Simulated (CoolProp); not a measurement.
Values from CoolProp's reference Helmholtz-energy equation of state, Lemmon 2006. It is a short technical equation, of lower accuracy than the large ones.

Problem. For neopentane, give the phase and the density (kg/m³), cv (kJ/(kg K)), isothermal compressibility (1/MPa), expansivity (1/kK) at 340.7 K and 0.987 MPa; 355.5 K and 0.987 MPa.

Solution. 
- 340.7 K and 0.987 MPa: liquid; density 534, cv 1.91, isothermal compressibility 0.00605, expansivity 2.54
- 355.5 K and 0.987 MPa: liquid; density 513, cv 1.97, isothermal compressibility 0.00825, expansivity 2.97
